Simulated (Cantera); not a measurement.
Feed: 1 mol SiH2Cl2, 2.6 mol O3, 39 mol H2, held at 0.100 bar.

Cantera equilibrium calculation (NASA polynomials, part measured and part estimated; ideal gas, pure solids and liquids). Candidate condensed phases: H2O, Si, SiO2; 30 gas species. The tables hold silica as quartz up to 1696 K and as liquid above; real silica turns to tridymite and cristobalite and melts near 1996 K. Gases not in the tables: Si(OH)4. Kinetics and transport are ignored.

x: gas mole fraction; n: condensed amount in mol.

| T (K) | x H2 | x H2O | x HCl | x H | x SiO | x Cl | n SiO2(β-quartz) | n SiO2(condensed) |
|---|---|---|---|---|---|---|---|---|
| 1225 | 0.810 | 0.141 | 0.0488 | 8.87e-7 | 5.46e-12 | 4.60e-8 | 1.00 | 0 |
| 1325 | 0.810 | 0.141 | 0.0488 | 4.65e-6 | 3.12e-10 | 2.35e-7 | 1.00 | 0 |
| 1425 | 0.810 | 0.141 | 0.0488 | 1.94e-5 | 9.97e-9 | 9.58e-7 | 1.00 | 0 |
| 1525 | 0.810 | 0.141 | 0.0488 | [?] | [?] | [?] | 1.000 | 0 |
| 1625 | 0.810 | 0.141 | 0.0488 | [?] | [?] | [?] | 1.000 | 0 |
| 1725 | 0.809 | 0.141 | 0.0487 | 0.000528 | 2.72e-5 | 2.46e-5 | 0 | 0.999 |
| 1825 | 0.808 | 0.142 | 0.0487 | 0.00125 | 0.000203 | 5.75e-5 | 0 | 0.992 |

Task: Fill in the missing entries.

Result: 
- 1625, x H: 0.000201
- 1625, x SiO: 2.74e-6
- 1625, x Cl: 9.52e-6
- 1525, x H: 6.73e-5
- 1525, x SiO: 2.00e-7
- 1525, x Cl: 3.25e-6
